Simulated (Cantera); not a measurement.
Cantera with NASA thermochemical tables; ideal gases at 1 bar, condensed phases pure. Values are per mole of reaction as written; species without (g) are pure solids or liquids, kept so even where they would boil at 1 bar.

Cl(g) + Na(g) → NaCl, with ΔH° = -639.7 kJ and ΔS° = -246.7 J/K at 300 K.

**Question.** How far is the shortcut ΔG° ≈ ΔH°(300 K) − T·ΔS°(300 K) from the full temperature-dependent value at 1400, 1600, 1800, 2000, 2200 K?

**Answer.** 
```json
[
 {"T (K)": "1400", "shortcut (kJ)": "-294.3", "full (kJ)": "-315.8", "difference (kJ)": "21.5", "difference in log10 K": "-0.80", "condensed phases": "NaCl(l)"},
 {"T (K)": "1600", "shortcut (kJ)": "-244.9", "full (kJ)": "-276.7", "difference (kJ)": "31.8", "difference in log10 K": "-1.04", "condensed phases": "NaCl(l)"},
 {"T (K)": "1800", "shortcut (kJ)": "-195.6", "full (kJ)": "-238.3", "difference (kJ)": "42.7", "difference in log10 K": "-1.24", "condensed phases": "NaCl(l)"},
 {"T (K)": "2000", "shortcut (kJ)": "-146.2", "full (kJ)": "-200.3", "difference (kJ)": "54.1", "difference in log10 K": "-1.41", "condensed phases": "NaCl(l)"},
 {"T (K)": "2200", "shortcut (kJ)": "-96.9", "full (kJ)": "-162.9", "difference (kJ)": "66.0", "difference in log10 K": "-1.57", "condensed phases": "NaCl(l)"}
]
```
The shortcut ignores heat capacities and the phase changes listed.
